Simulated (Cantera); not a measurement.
Input: 1 mol Si(CH3)4, 12 mol H2, at 2100 K and 0.100 bar.

Method: chemical equilibrium by Gibbs-energy minimisation in Cantera with the NASA 1993 tables (ideal gas, pure condensed phases). Candidate condensed phases: C, C6H6, C7H8, C8H18, Si, SiC; 87 gas species. Gases not in the tables: Si2H6 and higher silanes. Kinetics and transport are ignored.

Base state: H2 0.989, H 0.00980, C2H2 (acetylene) 0.00143, Si 0.000104, CH4 3.22e-5, SiH 1.77e-5, SiH2 1.41e-5 (mole fractions); condensed: C(graphite) + SiC(s).

Problem. What changes in the equilibrium state with this change: pressure from 0.100 bar to 7.40 mbar?

Solution. 
```csv
species,before,after
H2,0.989,0.961
H,0.00980,0.0355
Si,0.000104,0.00141
CH4,3.22e-5,2.26e-6
SiC2,6.70e-6,9.06e-5
"C(graphite), mol",2.95,2.98
"SiC(s), mol",0.997,0.969
```

Problem. What changes in the equilibrium state with this change: pressure from 0.100 bar to 1.10 mbar?

Solution. 
```json
[
 {"species": "H2", "before": "0.989", "after": "0.899"},
 {"species": "H", "before": "0.00980", "after": "0.0891"},
 {"species": "Si", "before": "0.000104", "after": "0.00946"},
 {"species": "CH4", "before": "3.22e-5", "after": "2.93e-7"},
 {"species": "SiC2", "before": "6.70e-6", "after": "0.000609"},
 {"species": "Si2C", "before": "4.26e-6", "after": "0.000387"},
 {"species": "C(graphite), mol", "before": "2.95", "after": "3.13"},
 {"species": "SiC(s), mol", "before": "0.997", "after": "0.790"}
]
```
